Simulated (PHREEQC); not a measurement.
**Phosphoric acid bath**

Consider water at 75 °C with 0.29 mol/kgw H3PO4. Closed to the air; pH follows from the charge balance.

Computed with PHREEQC (ion-association model, wateq4f.dat).

This is a speciation only: nothing precipitates in the calculation.

Problem. Estimate the pH, activity of water, ionic strength.

Solution. pH 1.49; activity of water 0.994; ionic strength 0.0383 mol/kgw.

Problem. In which forms is P present?

Solution. H3PO4 87 %, H2PO4- 13 % of the P.

Species that the database lacks are ignored. H3PO4, which wateq4f.dat lacks, is added to it with the constant of phreeqc.dat. At this temperature some constants are extrapolated from 25 °C, and those without enthalpy data are left unchanged.
